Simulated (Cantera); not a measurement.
An isothermal, constant-pressure homogeneous reactor starts with 10.4 % H2, 7.46 % O2, 82.1 % N2, at 850 K and 105 Torr.

Detailed kinetics in Cantera: the H2/O2 subset of GRI-Mech 3.0, which has no nitrogen chemistry. Radical loss at walls, strong at low pressure, is not modelled. Below about 950 K walls govern HO2 and H2O2 in real vessels. The temperature is held fixed by assumption; the heat of reaction is taken as removed at once.

One state of this run: x H2 = 0.00221; x O2 = 0.0247; x HO2 = 4.85e-6; x H = 5.46e-7; x OH = 3.94e-7; x O = 5.18e-7. x: mole fraction; the columns are a selection and need not sum to one.

Q: Which value of t (s) does it belong to?
A. 2.99
B. 38.4
C. 0.00771
D. 0.232

A: D, 0.232
